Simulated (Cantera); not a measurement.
A perfectly stirred reactor is fed with 0.799 % H₂, 98.6 % O₂, 0.621 % H₂O, at 0.0340 bar; it is held at 1148 K, and followed from long to short residence time.

Computed with Cantera and the H2/O2 subset of GRI-Mech 3.0, which has no nitrogen chemistry. Radical loss at walls, strong at low pressure, is not modelled.

x: mole fraction; the columns are a selection and need not sum to one.

```
τ (s)   x H₂   x O₂   x H₂O      x OH   x H₂O₂       x O
------  ----  -----  ------  --------  -------  --------
4.6      ___  0.986  0.0142  0.000114  2.75e-8  0.000163
1.6      ___  0.985  0.0141  0.000163  3.72e-8  0.000320
0.56     ___  0.985  0.0141  0.000231  4.81e-8  0.000614
0.19     ___  0.984  0.0140  0.000330  6.09e-8   0.00115
0.066    ___  0.984  0.0138  0.000464  7.64e-8   0.00197
0.023    ___  0.982  0.0134  0.000642  9.82e-8   0.00299
0.0080   ___  0.981  0.0128  0.000866  1.32e-7   0.00384
0.0028   ___  0.981  0.0118   0.00110  1.79e-7   0.00396
```

Task: What belongs in the gaps?

Result: 
- 4.6, x H₂: 1.74e-5
- 1.6, x H₂: 3.23e-5
- 0.56, x H₂: 5.90e-5
- 0.19, x H₂: 0.000109
- 0.066, x H₂: 0.000202
- 0.023, x H₂: 0.000387
- 0.0080, x H₂: 0.000786
- 0.0028, x H₂: 0.00167
